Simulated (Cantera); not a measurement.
A Cantera script and what it prints.

```python
import numpy as np
import cantera as ct

gas_names = """
    CL CLO CL2 Fe FeCL FeCL2 FeCL3 FeO Fe2CL4 Fe2CL6 N NO NO2 NO3 N2 N2O O O2 O3
""".split()
cond_names = """
    Fe(a) Fe(c) Fe(d) Fe(L) FeCL2(s) FeCL2(L) FeCL3(s) FeCL3(L) FeO(s) FeO(L) Fe2O3(s) Fe3O4(s)
""".split()


def load(file, names, dense=False):
    # The tables refer to 1 bar. Condensed volumes are neglected.
    table = {s.name: s for s in ct.Species.list_from_file(file)}
    out = []
    for n in names:
        d = dict(table[n].input_data)
        d["thermo"] = dict(d["thermo"], **{"reference-pressure": 1e5})
        if dense:
            d["equation-of-state"] = {"model": "constant-volume", "density": "1e6 g/cm^3"}
        out.append(ct.Species.from_dict(d))
    return out


gas = ct.Solution(thermo="ideal-gas", species=load("nasa_gas.yaml", gas_names))
cond = {s.name: ct.Solution(thermo="fixed-stoichiometry", species=[s], name=s.name)
        for s in load("nasa_condensed.yaml", cond_names, dense=True)}
atoms = {
    'Fe2O3': {'Fe': 2, 'O': 3},
    'Cl2': {'CL': 2},
    'N2': {'N': 2},
}
top_T = {'Fe2O3(s)': 1830, 'Fe3O4(s)': 1870}  # K; cautious upper limits of use, not melting points


def equilibrate(T, P, feed):
    n = {}
    for name, mol in feed.items():
        for a, k in atoms[name].items():
            n[a] = n.get(a, 0.0) + k * mol
    gas.TPX = T, P, n
    mass = sum(n.values()) * gas.mean_molecular_weight
    gas.equilibrate("TP")
    valid = [c for c in cond.values() if c.min_temp <= T <= top_T.get(c.name, c.max_temp)]
    mix = ct.Mixture([(gas, mass / gas.mean_molecular_weight)] + [(c, 0.0) for c in valid])
    mix.T, mix.P = T, P
    mix.equilibrate("TP", solver="vcs", rtol=1e-11, max_steps=5000)
    return mix


results = []
feed = {'Fe2O3': 1, 'Cl2': 0.24, 'N2': 0.44}  # mol
T = 1550  # K
P = 2000  # Pa
mix = equilibrate(T, P, feed)
results.append((T, P, feed, dict(zip(mix.species_names, mix.species_moles))))
x = sorted(zip(gas.X, gas.species_names), reverse=True)
print(f"T = {T:g} K  P = {P:g} Pa  gas = {mix.phase_moles(0):.4g} mol")
print("   x: " + "  ".join(f"{s} {v:.3e}" for v, s in x if v > 0.001))
print("   condensed (mol): " + ("  ".join(f"{mix.phase(i).name} {mix.phase_moles(i):.4g}"
      for i in range(1, mix.n_phases) if mix.phase_moles(i) > 1e-12) or "none"))
```

Output:

```
T = 1550 K  P = 2000 Pa  gas = 1.005 mol
   x: N2 4.373e-01  O2 2.996e-01  FeCL2 1.953e-01  CL 5.170e-02  CL2 8.162e-03  FeCL3 6.340e-03  NO 1.380e-03
   condensed (mol): Fe3O4(s) 0.5991
```

Equilibrium computed with Cantera from the NASA thermochemical tables; the gas is ideal and each condensed phase is pure.
